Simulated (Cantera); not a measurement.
A closed system holds: 1 mol Ti(OiPr)4, 160 mol H2, at 13.3 mbar.

Cantera equilibrium calculation (NASA polynomials, part measured and part estimated; ideal gas, pure solids and liquids). Candidate condensed phases: C, C6H6, C7H8, C8H18, H2O, Ti, TiC, TiO, TiO2, Ti2O3, Ti3O5, Ti4O7; 113 gas species. The feed counts by its element totals alone. Mutual solubility and eutectic melting of coexisting phases are not modelled. TiC: taken at fixed stoichiometry. The numbers say what is thermodynamically allowed, not how fast it happens.

### Question
Which condensed phases are stable at each of these points (T (°C)): 852, 902, 952, 1002, 1052, 1102, 1152, 1202, 1252, 1302?

### Answer
| T (°C) | condensed phases | Ti condensed (%) |
|---|---|---|
| 852 | C(graphite) + TiC(s) + Ti3O5(s) | 100.0 |
| 902 | C(graphite) + TiC(s) | 100.0 |
| 952 | C(graphite) + TiC(s) | 100.0 |
| 1002 | C(graphite) + TiC(s) | 100.0 |
| 1052 | C(graphite) + TiC(s) | 100.0 |
| 1102 | C(graphite) + TiC(s) | 100.0 |
| 1152 | C(graphite) + TiC(s) | 100.0 |
| 1202 | C(graphite) + TiC(s) | 100.0 |
| 1252 | C(graphite) + TiC(s) | 100.0 |
| 1302 | C(graphite) + TiC(s) | 100.0 |

At 852 °C the condensed part is C(graphite) + TiC(s) + Ti3O5(s). From 902 °C to 1302 °C the condensed part is C(graphite) + TiC(s).
